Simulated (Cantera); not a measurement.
# Moist CO burnout

An isothermal, constant-pressure homogeneous reactor starts with 0.577 % CO, 2.08 % O₂, 2.74 % H₂O, 94.6 % N₂, equivalence ratio 0.14, at 1175 K and 0.132 atm.

Model: GRI-Mech 3.0 (53 species, 325 reactions), integrated in Cantera.

```tsv
t (s)	x CO	x O₂	x H₂O	x H₂	x HO₂	x NO₂	x N₂O
0.000200	0.00577	0.0208	0.0274	<1e-12	3.33e-12	<1e-12	<1e-12
0.000486	0.00577	0.0208	0.0274	1.00e-12	8.36e-12	<1e-12	<1e-12
0.00118	0.00577	0.0208	0.0274	1.76e-11	2.55e-11	<1e-12	<1e-12
0.00287	0.00577	0.0208	0.0274	3.19e-10	1.59e-10	<1e-12	<1e-12
0.00697	0.00577	0.0208	0.0274	1.64e-8	5.80e-9	<1e-12	<1e-12
0.0169	0.00538	0.0206	0.0273	4.94e-5	9.29e-7	<1e-12	1.89e-9
0.0412	0.000647	0.0183	0.0270	0.000256	1.01e-6	1.39e-11	3.47e-8
0.100	5.14e-5	0.0180	0.0274	2.95e-5	4.33e-7	1.13e-10	5.13e-8
0.243	6.66e-6	0.0180	0.0275	3.93e-6	9.82e-8	3.29e-10	5.92e-8
0.590	9.25e-7	0.0180	0.0275	7.53e-7	2.20e-8	4.16e-10	6.24e-8
1.43	1.26e-7	0.0180	0.0275	1.87e-7	5.81e-9	3.34e-10	6.30e-8
3.49	2.27e-8	0.0180	0.0275	5.71e-8	1.90e-9	2.30e-10	6.08e-8
8.47	6.60e-9	0.0180	0.0275	2.07e-8	8.27e-10	1.73e-10	5.38e-8
20.6	2.58e-9	0.0180	0.0275	8.87e-9	5.45e-10	1.72e-10	3.89e-8
50.0	1.40e-9	0.0180	0.0275	5.09e-9	5.04e-10	2.09e-10	1.76e-8
```
x: mole fraction; the columns are a selection and need not sum to one.

Equilibrium at this temperature and pressure: CO 1.14e-9, O₂ 0.0180, H₂O 0.0275, H₂ 4.23e-9, HO₂ 5.06e-10, NO₂ 1.06e-7, N₂O 1.48e-9 (gas phase only).
